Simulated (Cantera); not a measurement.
Charge: 1 mol SiC, 0.0046 mol H2O, a varied amount of H2, held at 1825 °C and 1.33 mbar.

Cantera equilibrium calculation (NASA polynomials, part measured and part estimated; ideal gas, pure solids and liquids). Candidate condensed phases: C, C6H6, C7H8, C8H18, H2O, Si, SiC, SiO2; 123 gas species. Gases not in the tables: Si2H6 and higher silanes. Equilibrium is a limit: real reactors are often held back by kinetics, nucleation or transport.

Question: At 97 mol H2, list the 5 most abundant gas species with their mole fractions, and the condensed phases.

Answer: H2 0.910, H 0.0805, Si 0.00760, C2H2 (acetylene) 0.00130, SiC2 0.000486. Condensed: C(graphite) + SiC(s).
